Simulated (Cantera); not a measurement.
Charge: 1 mol c-C4F8, at 1350 K and 1.33 mbar.

Cantera equilibrium calculation (NASA polynomials, part measured and part estimated; ideal gas, pure solids and liquids). Candidate condensed phases: C; 13 gas species. The feed counts by its element totals alone. Gases not in the tables: C2F6 and larger saturated fluorocarbons. Equilibrium is a limit: real reactors are often held back by kinetics, nucleation or transport.

Base state: CF4 1.000, CF2 9.67e-5, CF3 2.17e-5, F 1.69e-5 (mole fractions); condensed: C(graphite).

Q: What changes in the equilibrium state with this change: c-C4F8 replaced by CCl4?

A: 
| species | before | after |
|---|---|---|
| Cl2 | 0 | 0.597 |
| Cl | 0 | 0.403 |
| CF4 | 1.000 | 0 |
| CF2 | 9.67e-5 | 0 |
| CF3 | 2.17e-5 | 0 |
| F | 1.69e-5 | 0 |
| C(graphite), mol | 2.00 | 1.000 |
